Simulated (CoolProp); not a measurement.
Vapour-liquid equilibrium of R22 (1) + dimethyl ether (2) at 0.61 MPa; x and y are mole fractions of (1).

Values from CoolProp's multi-fluid Helmholtz-energy mixture model, Kamei 1995 and Wu 2011; pair parameters Bell 2016.

```csv
x,"bubble temperature, mixture model (°C)","bubble temperature, Raoult's law (°C)","y, mixture model","y, Raoult's law"
0.05,26.5,24.8,0.042,0.085
0.2,27.2,21.2,0.194,0.308
0.35,26.8,17.8,0.384,0.491
0.5,24.6,14.8,0.595,0.643
0.65,20.1,12.0,0.788,0.771
0.8,14.1,9.5,0.922,0.880
0.95,8.1,7.1,0.989,0.972
```

The largest gap from Raoult's law is +9.8 K in bubble temperature, at x = 0.5. y crosses x between x = 0.2 and 0.35: the model has an azeotrope there.

Pair parameters are fitted to limited data, so mixtures are less certain than the pure fluids.
